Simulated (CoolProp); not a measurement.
Vapour-liquid equilibrium of R113 (1) + benzene (2) at 385.3 K; x and y are mole fractions of (1).

Computed with CoolProp (multi-fluid Helmholtz-energy mixture model, Marx 1992 and Thol 2012; pair parameters Bell 2016).

Task: Give the bubble pressure and the first vapour's composition at x = 0.35, 0.425, 0.65. Is there an azeotrope?

Result: x = 0.35: 0.4087 MPa, y = 0.560; x = 0.425: 0.4322 MPa, y = 0.619; x = 0.65: 0.4936 MPa, y = 0.771. No azeotrope shows between x = 0.05 and 0.95.

The pair parameters rest on a limited set of measurements; away from them the model extrapolates.
